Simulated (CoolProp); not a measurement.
Methanol at 357.08 K and 0.0568 MPa flows at 0.17 m/s in a round tube of 6 mm bore and 45 µm roughness, fully developed (64/Re and Nu = 3.66 if laminar; Colebrook and Gnielinski if turbulent). Each further row changes one setting.

Values from CoolProp's reference Helmholtz-energy equation of state, de Reuck 1993.

```tsv
case	Reynolds number	Darcy friction factor	pressure drop (Pa/m)	heat-transfer coefficient (W/(m² K))	mass flow (kg/h)
as stated	(withheld)	(withheld)	1.74	12.7	(withheld)
velocity 0.34 m/s	110	0.583	(withheld)	12.7	(withheld)
diameter 12 mm	110	0.583	(withheld)	(withheld)	(withheld)
```

Problem. Fill in the missing entries.

Solution. 
- as stated, Reynolds number: 54.9
- as stated, Darcy friction factor: 1.17
- as stated, mass flow (kg/h): 0.0108
- velocity 0.34 m/s, pressure drop (Pa/m): 3.49
- velocity 0.34 m/s, mass flow (kg/h): 0.0215
- diameter 12 mm, pressure drop (Pa/m): 0.436
- diameter 12 mm, heat-transfer coefficient (W/(m² K)): 6.34
- diameter 12 mm, mass flow (kg/h): 0.0430

Viscosity comes from a separate model (Xiang 2006). Thermal conductivity comes from a separate model (Sykioti 2013).
